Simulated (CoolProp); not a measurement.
Vapour-liquid equilibrium of R114 (1) + R113 (2) at 0.335 MPa; x and y are mole fractions of (1).

Model: multi-fluid Helmholtz-energy mixture model, Platzer 1990 and Marx 1992; pair parameters Bell 2016, in CoolProp. This equation is an older, rougher fit; its heat capacities, sound speeds and derivatives of the liquid may be far off and weren't checked against measurements.

Question: Give the bubble temperature and the first vapour's composition at x = 0.2, 0.5, 0.8. Is there an azeotrope?

Answer: x = 0.2: 73.9 °C, y = 0.442; x = 0.5: 57.3 °C, y = 0.776; x = 0.8: 45.7 °C, y = 0.935. No azeotrope shows between x = 0.05 and 0.95.

Pair parameters are fitted to limited data, so mixtures are less certain than the pure fluids.
